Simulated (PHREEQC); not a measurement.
A solution holds 0.9 mol HF, 0.00235 mol NH4F, 0.0095 mol (NH4)2SiF6 and 0.024 mol H3PO4 per kg of water, at 20 °C. Closed to the air; pH follows from the charge balance.

Model: ion-association model, wateq4f.dat, run in PHREEQC.

Problem. The ionic strength comes out as 0.0592 mol/kgw. What activity coefficients do NH4+, SiF6-2, H+, F-, H2PO4- get?

Solution. NH4+ 0.81, SiF6-2 0.44, H+ 0.85, F- 0.80, H2PO4- 0.82.

No solid was allowed to form. wateq4f.dat counts part of the HF as a dimer, H2F2, which phreeqc.dat doesn't know; its constant is uncertain. H3PO4, which wateq4f.dat lacks, is added to it with the constant of phreeqc.dat. SiF6-2 is the database's only silicon fluoride.
